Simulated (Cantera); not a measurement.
What does this Cantera script print?

```python
import numpy as np
import cantera as ct

gas_names = """
    B BH BH2 BH3 BN B2 H H2 N NH NH2 NH3 N2 N2H2 N2H4
""".split()
cond_names = """
    B(b) B(L) BN(s)
""".split()


# ... load() reads the species with a 1 bar reference pressure and builds the phases ...
atoms = {
    'BN': {'B': 1, 'N': 1},
    'H2': {'H': 2},
}
top_T = {'BN(s)': 3200}  # K; cautious upper limits of use, not melting points


# ... equilibrate(T, P, feed) seeds the gas with the atoms and calls Mixture.equilibrate('TP', solver="vcs", rtol=1e-11, max_steps=5000) ...
results = []
feed = {'BN': 1, 'H2': 0.015}  # mol
P = 240000  # Pa
for T in [2098, 2198, 2298, 2398, 2498, 2598, 2698, 2798, 2898, 2998]:
    mix = equilibrate(T, P, feed)
    results.append((T, P, feed, dict(zip(mix.species_names, mix.species_moles))))
    x = sorted(zip(gas.X, gas.species_names), reverse=True)
    print(f"T = {T:g} K  P = {P:g} Pa  gas = {mix.phase_moles(0):.4g} mol")
    print("   x: " + "  ".join(f"{s} {v:.3e}" for v, s in x if v > 0.001))
    print("   condensed (mol): " + ("  ".join(f"{mix.phase(i).name} {mix.phase_moles(i):.4g}"
          for i in range(1, mix.n_phases) if mix.phase_moles(i) > 1e-12) or "none"))
```

It prints:

```
T = 2098 K  P = 240000 Pa  gas = 0.01502 mol
   x: H2 9.970e-01  H 1.983e-03
   condensed (mol): BN(s) 1
T = 2198 K  P = 240000 Pa  gas = 0.01504 mol
   x: H2 9.943e-01  H 3.584e-03  BH2 1.306e-03
   condensed (mol): B(b) 6.841e-07  BN(s) 1
T = 2298 K  P = 240000 Pa  gas = 0.01508 mol
   x: H2 9.893e-01  H 6.149e-03  N2 2.344e-03  BH2 2.040e-03
   condensed (mol): B(b) 3.822e-05  BN(s) 0.9999
T = 2398 K  P = 240000 Pa  gas = 0.01519 mol
   x: H2 9.792e-01  H 1.006e-02  N2 7.661e-03  BH2 2.896e-03
   condensed (mol): B(L) 0.0001866  BN(s) 0.9998
T = 2498 K  P = 240000 Pa  gas = 0.01551 mol
   x: H2 9.550e-01  N2 2.534e-02  H 1.572e-02  BH2 3.725e-03
   condensed (mol): B(L) 0.0007257  BN(s) 0.9992
T = 2598 K  P = 240000 Pa  gas = 0.01645 mol
   x: H2 8.955e-01  N2 7.647e-02  H 2.326e-02  BH2 4.502e-03
   condensed (mol): B(L) 0.002438  BN(s) 0.9975
T = 2698 K  P = 240000 Pa  gas = 0.01945 mol
   x: H2 7.506e-01  N2 2.127e-01  H 3.154e-02  BH2 4.767e-03
   condensed (mol): B(L) 0.008172  BN(s) 0.9917
T = 2798 K  P = 240000 Pa  gas = 0.03468 mol
   x: N2 5.500e-01  H2 4.123e-01  H 3.368e-02  BH2 3.250e-03
   condensed (mol): B(L) 0.03801  BN(s) 0.9619
T = 2898 K  P = 240000 Pa  gas = 0.5185 mol
   x: N2 9.642e-01  H2 2.308e-02  H 1.120e-02
   condensed (mol): B(L) 0.9992
T = 2998 K  P = 240000 Pa  gas = 0.52 mol
   x: N2 9.613e-01  H2 2.119e-02  H 1.474e-02  B 1.900e-03
   condensed (mol): B(L) 0.9986
```

Equilibrium computed with Cantera from the NASA thermochemical tables; the gas is ideal and each condensed phase is pure. Mutual solubility and eutectic melting of coexisting phases are not modelled. The tables' values for BH2 are old estimates; treat these amounts as uncertain. Gases not in the tables: B2H6 and higher boranes.
